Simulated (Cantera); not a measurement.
Input: 1 mol Si2Cl6, 2.1 mol N2, at 502 °C and 0.133 bar.

Cantera equilibrium calculation (NASA polynomials, part measured and part estimated; ideal gas, pure solids and liquids). Candidate condensed phases: Si, Si3N4; 13 gas species. The feed counts by its element totals alone. N2 is the only nitrogen source here; it is nearly inert below about 1500 K, so the nitride shown seldom forms there in practice. Rates play no part.

Problem. What is the equilibrium state?

Solution. 
| Quantity | Value |
|---|---|
| x(N2) | 0.541 |
| x(SiCl4) | 0.459 |
| n(Si3N4(s)) | 0.167 mol |
| gas amount | 3.267 mol |
| log10 activity of Si(s) (absent) | -10.21 |
